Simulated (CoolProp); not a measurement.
Computed with CoolProp (reference Helmholtz-energy equation of state, Platzer 1990). This equation is an older, rougher fit; its heat capacities, sound speeds and derivatives of the liquid may be far off and weren't checked against measurements.

Q: Give the vapour pressure (MPa), liquid density (kg/m³), vapour density (kg/m³), enthalpy of vaporisation (kJ/kg) of saturated CF4 (R14) at 169 K.

A: 
```json
[
 {"T (K)": "169", "p (MPa)": "0.419", "liquid density (kg/m³)": "1470", "vapour density (kg/m³)": "29.2", "enthalpy of vaporisation (kJ/kg)": "120"}
]
```
